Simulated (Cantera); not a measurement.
A closed system holds: 1 mol Al2O3, 14 mol H2, at 630 Pa.

Method: chemical equilibrium by Gibbs-energy minimisation in Cantera with the NASA 1993 tables (ideal gas, pure condensed phases). Candidate condensed phases: Al, Al2O3, H2O; 19 gas species. The tables' values for AlOH are old estimates; treat these amounts as uncertain. Kinetics and transport are ignored. All values below are at 1800 °C.

Base state: H2 0.965, H 0.0326, H2O 0.00128, Al 0.000650, Al2O 0.000132, AlOH 5.77e-5, AlH 1.21e-5 (mole fractions); condensed: Al2O3(s).

Task: What changes in the equilibrium state with this change: 1.1 mol O2 added?

Result: 
```json
[
 {"species": "H2", "before": "0.965", "after": "0.815"},
 {"species": "H2O", "before": "0.00128", "after": "0.154"},
 {"species": "H", "before": "0.0326", "after": "0.0299"},
 {"species": "AlOH", "before": "5.77e-5", "after": "4.45e-6"},
 {"species": "Al2O", "before": "0.000132", "after": "6.53e-9"},
 {"species": "AlH", "before": "1.21e-5", "after": "6.58e-9"},
 {"species": "Al", "before": "0.000650", "after": "3.83e-7"},
 {"species": "O", "before": "1.19e-7", "after": "1.69e-5"},
 {"species": "OH", "before": "4.92e-6", "after": "0.000643"},
 {"species": "Al2O3(s), mol", "before": "0.993", "after": "1.000"}
]
```

Task: What changes in the equilibrium state with this change: pressure from 630 Pa to 20000 Pa?

Result: 
```csv
species,before,after
H2,0.965,0.994
H,0.0326,0.00586
H2O,0.00128,0.000360
Al,0.000650,0.000144
AlOH,5.77e-5,1.99e-5
Al2O,0.000132,5.59e-5
AlH,1.21e-5,1.54e-5
"Al2O3(s), mol",0.993,0.998
```
